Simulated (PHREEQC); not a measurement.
Solution (20 °C): 0.0075 mol HF, 0.19 mol (CH3)4NF, 0.021 mol (NH4)2SiF6 and 0.041 mol H2SO4 per kg of water. Closed to the air; pH follows from the charge balance.

Computed with PHREEQC (ion-association model, phreeqc.dat).

The ionic strength comes out as 0.286 mol/kgw. What activity coefficients do F-, NH4SO4-, NH4+, HF2-, H+ get?

F- 0.68, NH4SO4- 0.74, NH4+ 0.65, HF2- 0.74, H+ 0.79.

No solid was allowed to form. Complexes and solids missing from the database can't appear. (CH3)4N+ isn't in the database: it is added as a free cation with an ion size of 4 Å. SiF6-2 is the database's only silicon fluoride.
